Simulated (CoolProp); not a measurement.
Vapour-liquid equilibrium of R1234yf (1) + R227EA (2) at 0.0186 MPa; x and y are mole fractions of (1).

Computed with CoolProp (multi-fluid Helmholtz-energy mixture model, Lemmon 2022 and Lemmon 2016; pair parameters Bell 2016).

```tsv
x	bubble temperature (K)	y at the bubble point	dew temperature at overall composition x (K)	liquid density (mol/L)
0.05	222.7	0.101	223.2	9.820
0.2	220.2	0.346	221.7	10.11
0.35	218.1	0.532	220.2	10.41
0.5	216.2	0.679	218.5	10.72
0.65	214.5	0.798	216.6	11.04
0.8	213.0	0.895	214.5	11.37
0.95	211.6	0.976	212.1	11.72
```

No azeotrope shows between x = 0.05 and 0.95.

Pair parameters are fitted to limited data, so mixtures are less certain than the pure fluids.
